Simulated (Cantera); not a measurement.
Cantera run:

```python
import numpy as np
import cantera as ct

gas_names = """
    H H2 N NH NH2 NH3 N2 N2H2 N2H4 Pb Pb2
""".split()
cond_names = """
    Pb(cr) Pb(L)
""".split()


# ... load() reads the species with a 1 bar reference pressure and builds the phases ...
atoms = {
    'Pb': {'Pb': 1},
    'N2': {'N': 2},
    'H2': {'H': 2},
}
top_T = {}  # K; cautious upper limits of use, not melting points


# ... equilibrate(T, P, feed) seeds the gas with the atoms and calls Mixture.equilibrate('TP', solver="vcs", rtol=1e-11, max_steps=5000) ...
results = []
feed = {'Pb': 1, 'N2': 35, 'H2': 0.31}  # mol
P = 10000  # Pa
for T in [625, 725, 825, 925, 1025, 1125, 1225, 1325, 1425, 1525]:
    mix = equilibrate(T, P, feed)
    results.append((T, P, feed, dict(zip(mix.species_names, mix.species_moles))))
    x = sorted(zip(gas.X, gas.species_names), reverse=True)
    print(f"T = {T:g} K  P = {P:g} Pa  gas = {mix.phase_moles(0):.4g} mol")
    print("   x: " + "  ".join(f"{s} {v:.3e}" for v, s in x if v > 1e-06))
    print("   condensed (mol): " + ("  ".join(f"{mix.phase(i).name} {mix.phase_moles(i):.4g}"
          for i in range(1, mix.n_phases) if mix.phase_moles(i) > 1e-12) or "none"))
```

It prints:

```
T = 625 K  P = 10000 Pa  gas = 35.31 mol
   x: N2 9.912e-01  H2 8.776e-03  NH3 2.251e-06
   condensed (mol): Pb(L) 1
T = 725 K  P = 10000 Pa  gas = 35.31 mol
   x: N2 9.912e-01  H2 8.779e-03
   condensed (mol): Pb(L) 1
T = 825 K  P = 10000 Pa  gas = 35.31 mol
   x: N2 9.912e-01  H2 8.779e-03  Pb 1.434e-06
   condensed (mol): Pb(L) 0.9999
T = 925 K  P = 10000 Pa  gas = 35.31 mol
   x: N2 9.912e-01  H2 8.779e-03  Pb 2.672e-05
   condensed (mol): Pb(L) 0.9991
T = 1025 K  P = 10000 Pa  gas = 35.32 mol
   x: N2 9.909e-01  H2 8.777e-03  Pb 2.781e-04
   condensed (mol): Pb(L) 0.9902
T = 1125 K  P = 10000 Pa  gas = 35.38 mol
   x: N2 9.893e-01  H2 8.763e-03  Pb 1.892e-03
   condensed (mol): Pb(L) 0.9331
T = 1225 K  P = 10000 Pa  gas = 35.64 mol
   x: N2 9.820e-01  Pb 9.345e-03  H2 8.697e-03
   condensed (mol): Pb(L) 0.6669
T = 1325 K  P = 10000 Pa  gas = 36.31 mol
   x: N2 9.639e-01  Pb 2.754e-02  H2 8.537e-03  Pb2 2.473e-06
   condensed (mol): none
T = 1425 K  P = 10000 Pa  gas = 36.31 mol
   x: N2 9.639e-01  Pb 2.754e-02  H2 8.537e-03  H 1.993e-06  Pb2 1.676e-06
   condensed (mol): none
T = 1525 K  P = 10000 Pa  gas = 36.31 mol
   x: N2 9.639e-01  Pb 2.754e-02  H2 8.534e-03  H 6.911e-06  Pb2 1.194e-06
   condensed (mol): none
```

Cantera equilibrium calculation (NASA polynomials, part measured and part estimated; ideal gas, pure solids and liquids).
